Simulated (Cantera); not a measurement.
Feed: 1 mol Si3N4, 2.3 mol CO2, 61 mol H2, equilibrated at 1698 K and 260 Pa.

Equilibrium computed with Cantera from the NASA thermochemical tables; the gas is ideal and each condensed phase is pure. Candidate condensed phases: C, C6H6, C7H8, C8H18, H2O, Si, SiC, SiO2, Si2N2O, Si3N4; 151 gas species. Rates play no part.

Base state: H2 0.900, SiO 0.0391, N2 0.0295, CO 0.0288, H 0.00269, Si 6.77e-5, HCN 3.23e-5 (mole fractions); condensed: SiC(s).

What changes in the equilibrium state with this change: pressure from 260 Pa to 72000 Pa?


| species | before | after |
|---|---|---|
| H2 | 0.900 | 0.950 |
| CO | 0.0288 | 0.0358 |
| N2 | 0.0295 | 0.0124 |
| SiO | 0.0391 | 0.00159 |
| Si | 6.77e-5 | 7.97e-9 |
| H2O | 6.01e-7 | 0.000219 |
| CH4 | 1.27e-7 | 3.90e-5 |
| SiC(s), mol | 0.346 | 0 |
| SiO2(condensed), mol | 0 | 0.492 |
| Si2N2O(s), mol | 0 | 1.20 |
Mutual solubility and eutectic melting of coexisting phases are not modelled. The tables hold silica as quartz up to 1696 K and as liquid above; real silica turns to tridymite and cristobalite and melts near 1996 K.
